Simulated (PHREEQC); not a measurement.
Make-up at 25 °C: 0.13 mol ZnCl2, 0.0028 mol KCl and 0.0012 mol H2SO4 per kg of water. Closed to the air; pH follows from the charge balance.

The numbers come from PHREEQC with the ion-association model, phreeqc.dat.

No solid was allowed to form.

Question: Order these Zn species by the share of Zn that they hold, largest first: Zn+2, ZnSO4, ZnCl2, ZnCl+, ZnCl3-.

Answer: Zn+2 (84 %), ZnCl+ (13 %), ZnCl2 (1.4 %), ZnSO4 (0.52 %), ZnCl3- (0.41 %)

Question: Order these S species by the share of S that they hold, largest first: SO4-2, Zn(SO4)2-2, ZnSO4, HSO4-, KSO4-.

Answer: ZnSO4 (56 %), SO4-2 (41 %), HSO4- (2.4 %), Zn(SO4)2-2 (0.40 %), KSO4- (0.18 %)

The pH is 2.73 and the ionic strength 0.352 mol/kgw. Complexes and solids missing from the database can't appear.
